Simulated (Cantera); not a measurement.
Cantera run:

```python
import numpy as np
import cantera as ct

gas_names = """
    C CH CH2 CH3 CH4 C2 C2H C2H2,acetylene C2H2,vinylidene C2H3,vinyl C2H4 C2H5 C2H6 C3 C3H3,propargyl
    C3H4,allene C3H4,propyne C3H4,cyclo- C3H5,allyl C3H6,propylene C3H6,cyclo- C3H7,n-propyl
    C3H7,i-propyl C3H8 C4 C4H2 C4H4,1,3-cyclo- C4H6,butadiene C4H6,2-butyne C4H6,cyclo- C4H8,1-butene
    C4H8,cis2-buten C4H8,tr2-butene C4H8,isobutene C4H8,cyclo- C4H9,n-butyl C4H9,i-butyl C4H9,s-butyl
    C4H9,t-butyl C4H10,isobutane C4H10,n-butane C5 C5H6,1,3cyclo- C5H8,cyclo- C5H10,1-pentene
    C5H10,cyclo- C5H11,pentyl C5H11,t-pentyl C5H12,n-pentane C5H12,i-pentane CH3C(CH3)2CH3 C6H2
    C6H5,phenyl C6H6 C6H10,cyclo- C6H12,1-hexene C6H12,cyclo- C6H13,n-hexyl C7H7,benzyl C7H8
    C7H14,1-heptene C7H15,n-heptyl C7H16,n-heptane C8H8,styrene C8H10,ethylbenz C8H16,1-octene
    C8H17,n-octyl C8H18,isooctane C8H18,n-octane C9H19,n-nonyl C10H8,naphthale C10H21,n-decyl
    C12H9,o-bipheny C12H10,bipheny H H2 Ti
""".split()
cond_names = """
    C(gr) C6H6(L) C7H8(L) C8H18(L),n-octa Ti(a) Ti(b) Ti(L) TiC(s) TiC(L)
""".split()


def load(file, names, dense=False):
    # The tables refer to 1 bar. Condensed volumes are neglected.
    table = {s.name: s for s in ct.Species.list_from_file(file)}
    out = []
    for n in names:
        d = dict(table[n].input_data)
        d["thermo"] = dict(d["thermo"], **{"reference-pressure": 1e5})
        if dense:
            d["equation-of-state"] = {"model": "constant-volume", "density": "1e6 g/cm^3"}
        out.append(ct.Species.from_dict(d))
    return out


gas = ct.Solution(thermo="ideal-gas", species=load("nasa_gas.yaml", gas_names))
cond = {s.name: ct.Solution(thermo="fixed-stoichiometry", species=[s], name=s.name)
        for s in load("nasa_condensed.yaml", cond_names, dense=True)}
atoms = {
    'Ti': {'Ti': 1},
    'C3H8': {'C': 3, 'H': 8},
    'H2': {'H': 2},
}
top_T = {'C(gr)': 4500}  # K; cautious upper limits of use, not melting points


def equilibrate(T, P, feed):
    n = {}
    for name, mol in feed.items():
        for a, k in atoms[name].items():
            n[a] = n.get(a, 0.0) + k * mol
    gas.TPX = T, P, n
    mass = sum(n.values()) * gas.mean_molecular_weight
    gas.equilibrate("TP")
    valid = [c for c in cond.values() if c.min_temp <= T <= top_T.get(c.name, c.max_temp)]
    mix = ct.Mixture([(gas, mass / gas.mean_molecular_weight)] + [(c, 0.0) for c in valid])
    mix.T, mix.P = T, P
    mix.equilibrate("TP", solver="vcs", rtol=1e-11, max_steps=5000)
    return mix


results = []
P = 330  # Pa
for T in [1448, 1498, 1548, 1598, 1648, 1698, 1748, 1798, 1848, 1898, 1948, 1998, 2048, 2098]:
    for m in [60, 93, 130, 160, 190, 230, 260, 290, 330, 360, 390]:
        feed = {'Ti': 1, 'C3H8': 0.17, 'H2': m}  # mol
        mix = equilibrate(T, P, feed)
        results.append((T, P, feed, dict(zip(mix.species_names, mix.species_moles))))

for T, P, feed, n in results:
    print(f"{T:7g} {feed['H2']:10.4g}  " + (" + ".join(c for c in cond_names if n.get(c, 0) > 1e-12) or "gas only"))
```

It prints:

```
   1448         60  Ti(b) + TiC(s)
   1448         93  Ti(b) + TiC(s)
   1448        130  Ti(b) + TiC(s)
   1448        160  Ti(b) + TiC(s)
   1448        190  Ti(b) + TiC(s)
   1448        230  Ti(b) + TiC(s)
   1448        260  Ti(b) + TiC(s)
   1448        290  Ti(b) + TiC(s)
   1448        330  Ti(b) + TiC(s)
   1448        360  Ti(b) + TiC(s)
   1448        390  Ti(b) + TiC(s)
   1498         60  Ti(b) + TiC(s)
   1498         93  Ti(b) + TiC(s)
   1498        130  Ti(b) + TiC(s)
   1498        160  Ti(b) + TiC(s)
   1498        190  Ti(b) + TiC(s)
   1498        230  Ti(b) + TiC(s)
   1498        260  Ti(b) + TiC(s)
   1498        290  Ti(b) + TiC(s)
   1498        330  Ti(b) + TiC(s)
   1498        360  Ti(b) + TiC(s)
   1498        390  Ti(b) + TiC(s)
   1548         60  Ti(b) + TiC(s)
   1548         93  Ti(b) + TiC(s)
   1548        130  Ti(b) + TiC(s)
   1548        160  Ti(b) + TiC(s)
   1548        190  Ti(b) + TiC(s)
   1548        230  Ti(b) + TiC(s)
   1548        260  Ti(b) + TiC(s)
   1548        290  Ti(b) + TiC(s)
   1548        330  Ti(b) + TiC(s)
   1548        360  Ti(b) + TiC(s)
   1548        390  Ti(b) + TiC(s)
   1598         60  Ti(b) + TiC(s)
   1598         93  Ti(b) + TiC(s)
   1598        130  Ti(b) + TiC(s)
   1598        160  Ti(b) + TiC(s)
   1598        190  Ti(b) + TiC(s)
   1598        230  Ti(b) + TiC(s)
   1598        260  Ti(b) + TiC(s)
   1598        290  Ti(b) + TiC(s)
   1598        330  Ti(b) + TiC(s)
   1598        360  Ti(b) + TiC(s)
   1598        390  Ti(b) + TiC(s)
   1648         60  Ti(b) + TiC(s)
   1648         93  Ti(b) + TiC(s)
   1648        130  Ti(b) + TiC(s)
   1648        160  Ti(b) + TiC(s)
   1648        190  Ti(b) + TiC(s)
   1648        230  Ti(b) + TiC(s)
   1648        260  Ti(b) + TiC(s)
   1648        290  Ti(b) + TiC(s)
   1648        330  Ti(b) + TiC(s)
   1648        360  Ti(b) + TiC(s)
   1648        390  Ti(b) + TiC(s)
   1698         60  Ti(b) + TiC(s)
   1698         93  Ti(b) + TiC(s)
   1698        130  Ti(b) + TiC(s)
   1698        160  Ti(b) + TiC(s)
   1698        190  Ti(b) + TiC(s)
   1698        230  Ti(b) + TiC(s)
   1698        260  Ti(b) + TiC(s)
   1698        290  Ti(b) + TiC(s)
   1698        330  Ti(b) + TiC(s)
   1698        360  Ti(b) + TiC(s)
   1698        390  Ti(b) + TiC(s)
   1748         60  Ti(b) + TiC(s)
   1748         93  Ti(b) + TiC(s)
   1748        130  Ti(b) + TiC(s)
   1748        160  Ti(b) + TiC(s)
   1748        190  Ti(b) + TiC(s)
   1748        230  Ti(b) + TiC(s)
   1748        260  Ti(b) + TiC(s)
   1748        290  Ti(b) + TiC(s)
   1748        330  Ti(b) + TiC(s)
   1748        360  Ti(b) + TiC(s)
   1748        390  Ti(b) + TiC(s)
   1798         60  Ti(b) + TiC(s)
   1798         93  Ti(b) + TiC(s)
   1798        130  Ti(b) + TiC(s)
   1798        160  Ti(b) + TiC(s)
   1798        190  Ti(b) + TiC(s)
   1798        230  Ti(b) + TiC(s)
   1798        260  Ti(b) + TiC(s)
   1798        290  Ti(b) + TiC(s)
   1798        330  Ti(b) + TiC(s)
   1798        360  Ti(b) + TiC(s)
   1798        390  Ti(b) + TiC(s)
   1848         60  Ti(b) + TiC(s)
   1848         93  Ti(b) + TiC(s)
   1848        130  Ti(b) + TiC(s)
   1848        160  Ti(b) + TiC(s)
   1848        190  Ti(b) + TiC(s)
   1848        230  Ti(b) + TiC(s)
   1848        260  Ti(b) + TiC(s)
   1848        290  Ti(b) + TiC(s)
   1848        330  Ti(b) + TiC(s)
   1848        360  Ti(b) + TiC(s)
   1848        390  Ti(b) + TiC(s)
   1898         60  Ti(b) + TiC(s)
   1898         93  Ti(b) + TiC(s)
   1898        130  Ti(b) + TiC(s)
   1898        160  Ti(b) + TiC(s)
   1898        190  Ti(b) + TiC(s)
   1898        230  Ti(b) + TiC(s)
   1898        260  Ti(b) + TiC(s)
   1898        290  Ti(b) + TiC(s)
   1898        330  Ti(b) + TiC(s)
   1898        360  Ti(b) + TiC(s)
   1898        390  Ti(b) + TiC(s)
   1948         60  Ti(L) + TiC(s)
   1948         93  Ti(L) + TiC(s)
   1948        130  Ti(L) + TiC(s)
   1948        160  Ti(L) + TiC(s)
   1948        190  Ti(L) + TiC(s)
   1948        230  Ti(L) + TiC(s)
   1948        260  Ti(L) + TiC(s)
   1948        290  Ti(L) + TiC(s)
   1948        330  TiC(s)
   1948        360  TiC(s)
   1948        390  TiC(s)
   1998         60  Ti(L) + TiC(s)
   1998         93  Ti(L) + TiC(s)
   1998        130  Ti(L) + TiC(s)
   1998        160  Ti(L) + TiC(s)
   1998        190  TiC(s)
   1998        230  TiC(s)
   1998        260  TiC(s)
   1998        290  TiC(s)
   1998        330  TiC(s)
   1998        360  TiC(s)
   1998        390  TiC(s)
   2048         60  Ti(L) + TiC(s)
   2048         93  TiC(s)
   2048        130  TiC(s)
   2048        160  TiC(s)
   2048        190  TiC(s)
   2048        230  TiC(s)
   2048        260  TiC(s)
   2048        290  TiC(s)
   2048        330  TiC(s)
   2048        360  TiC(s)
   2048        390  TiC(s)
   2098         60  TiC(s)
   2098         93  TiC(s)
   2098        130  TiC(s)
   2098        160  TiC(s)
   2098        190  TiC(s)
   2098        230  TiC(s)
   2098        260  TiC(s)
   2098        290  TiC(s)
   2098        330  TiC(s)
   2098        360  TiC(s)
   2098        390  TiC(s)
```

These are equilibrium values from Cantera (NASA tables, ideal gas, pure condensed phases), not measurements of a reactor. Mutual solubility and eutectic melting of coexisting phases are not modelled. TiC: taken at fixed stoichiometry. Condensed phases not in the tables: N, O or C dissolved in the metal.
